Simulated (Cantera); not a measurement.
Feed: 1 mol C2H5OH, 0.35 mol O2, 1.7 mol H2, held at 13.3 mbar.

Equilibrium computed with Cantera from the NASA thermochemical tables; the gas is ideal and each condensed phase is pure. Candidate condensed phases: C, C6H6, C7H8, C8H18, H2O; 110 gas species. Equilibrium is a limit: real reactors are often held back by kinetics, nucleation or transport.

Task: At 923 K, list the 5 most abundant gas species with their mole fractions, and the condensed phases.

Result: H2 0.733, CO 0.258, H2O 0.00390, CO2 0.00281, CH4 0.00167. Condensed: C(graphite).
